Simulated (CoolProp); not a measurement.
Values from CoolProp's reference Helmholtz-energy equation of state, Lemmon 2000. It is a pseudo-pure fit of the blend.

Task: For dry air, give the phase and the cv (kJ/(kg K)), speed of sound (m/s) at -44.05 °C and 2.72 MPa; -2.95 °C and 2.72 MPa.

Result: 
- -44.05 °C and 2.72 MPa: gas; cv 0.730, speed of sound 303
- -2.95 °C and 2.72 MPa: gas; cv 0.725, speed of sound 332
